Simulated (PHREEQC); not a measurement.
Consider water at 25 °C with 7.5 mmol/kgw HF and 2.1 mmol/kgw NH4HF2. Closed to the air; pH follows from the charge balance.

All values are PHREEQC results (ion-association model, wateq4f.dat), not measurements.

| quantity | before | after |
|---|---|---|
| pH | 2.82 | 2.99 |
| ionic strength (mol/kgw) | 0.00370 | 0.0116 |
| HF (mol/kgw) | 0.00759 | 0.0150 |
| F- (mol/kgw) | 0.00360 | 0.0110 |
| H2F2 (mol/kgw) | 0.000150 | 0.000592 |
| HF2- (mol/kgw) | 0.000105 | 0.000637 |

Question: Name the change that produced these shifts.
A. NH4HF2 from 0.0021 to 0.0105 mol/kgw
B. NH4HF2 replaced by NaBF4 at the same molality
C. HF left out
D. HF replaced by (CH3)4NF at the same molality

Answer: A, NH4HF2 from 0.0021 to 0.0105 mol/kgw

No solid was allowed to form.
